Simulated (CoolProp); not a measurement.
Vapour-liquid equilibrium of CH2F2 (R32) (1) + R227EA (2) at 0.0191 MPa; x and y are mole fractions of (1).

Model: multi-fluid Helmholtz-energy mixture model, Tillner-Roth 1997 and Lemmon 2016; pair parameters Bell 2016, in CoolProp.

| x | bubble temperature (K) | y at the bubble point | dew temperature at overall composition x (K) | liquid density (mol/L) |
|---|---|---|---|---|
| 0.05 | 218.6 | 0.317 | 223.3 | 10.14 |
| 0.125 | 212.3 | 0.585 | 222.1 | 10.78 |
| 0.2 | 207.6 | 0.725 | [?] | 11.45 |
| 0.275 | [?] | 0.803 | 219.5 | [?] |
| 0.35 | 201.8 | 0.850 | 218.0 | 12.92 |
| 0.425 | 200.0 | 0.881 | 216.4 | 13.74 |
| 0.5 | 198.6 | 0.902 | 214.6 | 14.65 |
| 0.575 | [?] | 0.918 | 212.6 | 15.66 |
| 0.65 | 196.8 | [?] | [?] | 16.79 |
| 0.725 | 196.0 | [?] | 207.6 | 18.07 |
| 0.8 | 195.3 | 0.955 | 204.4 | [?] |
| 0.875 | 194.7 | 0.969 | 200.3 | 21.23 |
| 0.95 | 194.0 | 0.986 | 195.6 | 23.22 |

What belongs in the gaps?


- 0.2, dew temperature at overall composition x (K): 220.8
- 0.275, bubble temperature (K): 204.2
- 0.275, liquid density (mol/L): 12.16
- 0.575, bubble temperature (K): 197.6
- 0.65, y at the bubble point: 0.931
- 0.65, dew temperature at overall composition x (K): 210.3
- 0.725, y at the bubble point: 0.943
- 0.8, liquid density (mol/L): 19.54

No azeotrope shows between x = 0.05 and 0.95.

Pair parameters are fitted to limited data, so mixtures are less certain than the pure fluids.
